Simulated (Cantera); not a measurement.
A Cantera script and its output.

```python
import numpy as np
import cantera as ct

gas = ct.Solution("h2o2.yaml")
gas.TPX = 700, 12000, {'H2': 1, 'O2': 0.312, 'N2': 1.17, 'H2O': 0.7}
flame = ct.FreeFlame(gas, width=0.18)
flame.set_refine_criteria(ratio=3, slope=0.08, curve=0.16)
flame.transport_model = "mixture-averaged"
flame.solve(loglevel=0, auto=True)
z, T = flame.grid, flame.T
thick = (T[-1] - T[0]) / np.gradient(T, z).max()
show = ['H2', 'O2', 'H2O', 'HO2', 'OH', 'O']
print(f"laminar burning velocity  {flame.velocity[0] * 100:.3f} cm/s")
print(f"burnt temperature         {T[-1]:.1f} K")
print(f"thermal thickness         {thick * 1e3:.4f} mm")
print(f"grid points               {len(z)}")
z0 = z[flame.heat_release_rate.argmax()]
print(f"{'z/mm':>9s}{'T/K':>9s}{'u/(m/s)':>9s}" + "".join(f"{s:>11s}" for s in show))
rows = []
for k in (-3, -2, -1.5, -1, -0.5, -0.25, 0, 0.25, 0.5, 1, 2, 4, 8):
    zz = z0 + k * thick
    rows.append([k * thick, np.interp(zz, z, T), np.interp(zz, z, flame.velocity),
                 *(np.interp(zz, z, flame.X[gas.species_index(s)]) for s in show)])
    print(f"{rows[-1][0] * 1e3:9.3f}{rows[-1][1]:9.1f}{rows[-1][2]:9.3f}" + "".join(f"{x:11.3e}" for x in rows[-1][3:]))
```

Output:

```
laminar burning velocity  743.050 cm/s
burnt temperature         2055.1 K
thermal thickness         7.3745 mm
grid points               139
     z/mm      T/K  u/(m/s)         H2         O2        H2O        HO2         OH          O
  -22.124    700.0    7.431  3.143e-01  9.805e-02  2.200e-01  2.352e-11  5.342e-17  4.768e-16
  -14.749    700.0    7.431  3.143e-01  9.805e-02  2.200e-01  1.186e-10  3.538e-14  3.082e-13
  -11.062    700.0    7.431  3.143e-01  9.805e-02  2.200e-01  3.356e-09  2.220e-12  1.844e-11
   -7.375    700.0    7.431  3.143e-01  9.805e-02  2.200e-01  4.708e-07  7.840e-10  4.940e-09
   -3.687    705.1    7.478  3.131e-01  9.792e-02  2.206e-01  5.591e-05  1.371e-05  6.903e-06
   -1.844    790.2    8.313  2.970e-01  9.461e-02  2.312e-01  4.616e-05  2.014e-04  1.908e-04
    0.000   1082.5   11.142  2.038e-01  6.274e-02  3.028e-01  1.817e-05  1.678e-03  3.111e-03
    1.844   1308.3   13.306  1.158e-01  1.642e-02  3.931e-01  3.901e-06  4.785e-03  4.711e-03
    3.687   1402.1   14.172  1.063e-01  8.526e-03  4.099e-01  1.834e-06  6.178e-03  4.289e-03
    7.375   1504.7   15.092  1.103e-01  6.691e-03  4.162e-01  1.282e-06  7.281e-03  3.808e-03
   14.749   1618.0   16.085  1.151e-01  5.120e-03  4.233e-01  8.857e-07  8.018e-03  3.045e-03
   29.498   1731.6   17.054  1.189e-01  3.468e-03  4.317e-01  5.627e-07  8.043e-03  2.126e-03
   58.996   1832.3   17.893  1.217e-01  2.051e-03  4.400e-01  3.314e-07  7.216e-03  1.281e-03
```

Computed with Cantera and the H2/O2 subset of GRI-Mech 3.0, which has no nitrogen chemistry. Burning velocities carry a grid error of a few per cent, more on coarse grids.
